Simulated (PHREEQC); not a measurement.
A solution holds 0.08 mol MnCl2, 0.0038 mol LiCl and 0.002 mol Sr(OH)2 per kg of water, at 25 °C. It is in equilibrium with CO2 at log p = -2 (atm). Otherwise closed; pH follows from the charge balance.

Equilibrium calculation in PHREEQC: ion-association model, phreeqc.dat.

```
Quantity                 Result
----------------  -------------
pH                         6.75
ionic strength    0.219 mol/kgw
density             1.006 g/cm³
total alkalinity    4.00 meq/kg
```

```json
[
 {"species": "Cl-", "molality": "0.151", "activity": "0.107", "log γ": "-0.149"},
 {"species": "Mn+2", "molality": "0.0648", "activity": "0.0207", "log γ": "-0.496"},
 {"species": "MnCl+", "molality": "0.0123", "activity": "0.00899", "log γ": "-0.135"},
 {"species": "Li+", "molality": "0.00380", "activity": "0.00285", "log γ": "-0.124"},
 {"species": "MnHCO3+", "molality": "0.00214", "activity": "0.00156", "log γ": "-0.135"},
 {"species": "Sr+2", "molality": "0.00199", "activity": "0.000627", "log γ": "-0.501"},
 {"species": "HCO3-", "molality": "0.00115", "activity": "0.000850", "log γ": "-0.130"},
 {"species": "MnCl2", "molality": "0.000399", "activity": "0.000419", "log γ": "0.022"},
 {"species": "MnCO3", "molality": "0.000351", "activity": "0.000369", "log γ": "0.022"},
 {"species": "CO2", "molality": "0.000324", "activity": "0.000340", "log γ": "0.022"},
 {"species": "MnCl3-", "molality": "1.68e-5", "activity": "1.23e-5", "log γ": "-0.135"},
 {"species": "SrHCO3+", "molality": "1.10e-5", "activity": "8.15e-6", "log γ": "-0.130"},
 {"species": "MnOH+", "molality": "4.07e-6", "activity": "2.98e-6", "log γ": "-0.135"}
]
```

This is a speciation only: nothing precipitates in the calculation. Saturation is exceeded, for instance for Rhodochrosite; the values hold only as long as no solid forms.
